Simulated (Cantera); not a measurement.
A freely propagating, adiabatic, planar premixed flame of 3.86 % CH4, 0.502 % C2H6, 2.78 % C3H8, 19.5 % O2, 73.4 % N2, unburnt at 475 K and 1.01 bar; mixture-averaged transport, grid criteria slope 0.08 and curve 0.16, no radiation.

Computed with Cantera and GRI-Mech 3.0 (53 species, 325 reactions). GRI-Mech 3.0 was tuned for natural gas; its chemistry of propane as a main component is partial and can be far from experiment. Burning velocities carry a grid error of a few per cent, more on coarse grids.

x: mole fraction of selected species; z is measured from the peak of heat release.

```tsv
z (mm)	T (K)	u (m/s)	x CH4	x C2H6	x C3H8	x H2O2	x CH3	x H2
-0.915	475	0.933	0.0386	0.00501	0.0278	<1e-8	<1e-8	0.00124
-0.610	476	0.938	0.0384	0.00500	0.0277	9.04e-8	3.28e-8	0.00396
-0.458	483	0.955	0.0381	0.00498	0.0276	5.94e-7	2.28e-7	0.00762
-0.305	?	1.09	0.0365	0.00492	0.0271	4.61e-6	4.69e-6	0.0151
-0.153	?	1.99	0.0280	0.00465	0.0192	1.64e-5	0.000518	0.0276
-0.0763	?	2.95	0.0180	0.00282	0.00606	1.29e-5	0.00273	0.0337
0	?	3.84	0.00608	0.000264	0.000159	1.63e-6	0.00273	0.0349
0.0763	1964	4.24	0.000823	2.35e-6	1.49e-7	3.38e-7	0.000597	0.0303
0.153	2017	4.34	6.16e-5	<1e-8	<1e-8	1.89e-7	5.60e-5	0.0268
0.305	2053	4.40	2.88e-7	<1e-8	<1e-8	1.58e-7	3.03e-7	0.0259
0.610	2094	4.47	<1e-8	<1e-8	<1e-8	1.28e-7	<1e-8	0.0262
1.22	2144	4.56	<1e-8	<1e-8	<1e-8	9.68e-8	<1e-8	0.0255
2.44	2198	4.66	<1e-8	<1e-8	<1e-8	6.78e-8	<1e-8	0.0244
```

Q: Complete the blanks.

A: 
- -0.305, T (K): 544
- -0.153, T (K): 965
- -0.0763, T (K): 1393
- 0, T (K): 1781
